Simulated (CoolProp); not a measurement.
Octamethylcyclotetrasiloxane (D4) at several states: fugacity coefficient from the reference equation and from simpler models built on Tc = 313.4 °C, pc = 1.347 MPa, ω = 0.598; each cubic takes its own stable root.

The numbers come from the reference Helmholtz-energy equation of state, Thol 2015 in CoolProp.

```tsv
T (°C)	p (MPa)	phase	reference	van der Waals	Redlich-Kwong	Soave-Redlich-Kwong	Peng-Robinson
133.75	3.73	liquid	…	0.1114	0.04255	…	0.01179
155.25	0.162	liquid	0.3462	0.9256	0.9022	0.3485	0.3510
335.25	8.08	supercritical	0.2705	0.3420	0.2824	…	0.2703
328.65	0.345	gas	…	0.9290	…	…	…
250.65	0.102	gas	0.9594	0.9706	0.9646	0.9607	0.9576
```

Task: What belongs in the gaps?

Result: 
- 133.75, reference: 0.01162
- 133.75, Soave-Redlich-Kwong: 0.01211
- 335.25, Soave-Redlich-Kwong: 0.3033
- 328.65, reference: 0.9195
- 328.65, Redlich-Kwong: 0.9202
- 328.65, Soave-Redlich-Kwong: 0.9225
- 328.65, Peng-Robinson: 0.9138

At some of these states van der Waals, Redlich-Kwong gives the other phase, because its saturation line lies elsewhere.
